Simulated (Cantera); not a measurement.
A Cantera script and what it prints.

```python
import numpy as np
import cantera as ct

gas_names = """
    NO Ca N2
""".split()
cond_names = """
    CaO(s) CaO(L)
""".split()


def load(file, names, dense=False):
    # The tables refer to 1 bar. Condensed volumes are neglected.
    table = {s.name: s for s in ct.Species.list_from_file(file)}
    out = []
    for n in names:
        d = dict(table[n].input_data)
        d["thermo"] = dict(d["thermo"], **{"reference-pressure": 1e5})
        if dense:
            d["equation-of-state"] = {"model": "constant-volume", "density": "1e6 g/cm^3"}
        out.append(ct.Species.from_dict(d))
    return out


species = {s.name: s for s in load("nasa_gas.yaml", gas_names) + load("nasa_condensed.yaml", cond_names)}
# Each term lists the table entries of one substance; the one whose range holds T is used.
reactions = {
    '2 NO(g) + 2 Ca(g) = N2(g) + 2 CaO':
        [(-2, ['NO']), (-2, ['Ca']), (1, ['N2']), (2, ['CaO(s)', 'CaO(L)'])],
}


def pick(names, T):
    return next(species[n] for n in names if species[n].thermo.min_temp <= T <= species[n].thermo.max_temp)


results = []
for label, terms in reactions.items():
    print(label)
    print("     T/K   dH/kJ  dS/(J/K)   dG/kJ   log10 K")
    for T in [900, 925, 950, 975, 1000, 1025, 1050, 1075, 1100, 1125, 1150]:
        used = [(nu, pick(names, T)) for nu, names in terms]
        dH = sum(nu * s.thermo.h(T) for nu, s in used) / 1e6
        dS = sum(nu * s.thermo.s(T) for nu, s in used) / 1e3
        dG = dH - T * dS / 1e3
        logK = -dG * 1e6 / (ct.gas_constant * T * np.log(10))
        results.append((label, T, dH, dS, dG, logK, [s.name for _, s in used]))
        print(f"{T:8g} {dH:8.1f} {dS:8.1f} {dG:8.1f} {logK:8.2f}")
```

Output:

```
2 NO(g) + 2 Ca(g) = N2(g) + 2 CaO
     T/K   dH/kJ  dS/(J/K)   dG/kJ   log10 K
     900  -1793.1   -436.8  -1400.0    81.25
     925  -1792.3   -435.9  -1389.1    78.44
     950  -1791.6   -435.1  -1378.2    75.78
     975  -1790.8   -434.3  -1367.3    73.25
    1000  -1790.0   -433.6  -1356.5    70.85
    1025  -1789.3   -432.8  -1345.6    68.57
    1050  -1788.5   -432.1  -1334.8    66.40
    1075  -1787.7   -431.3  -1324.0    64.33
    1100  -1786.9   -430.6  -1313.3    62.36
    1125  -1786.2   -429.9  -1302.5    60.48
    1150  -1785.4   -429.2  -1291.8    58.67
```

Source: NASA polynomial tables (part measured, part estimated), evaluated in Cantera. Condensed species are held in their standard states even where they would react or evaporate.
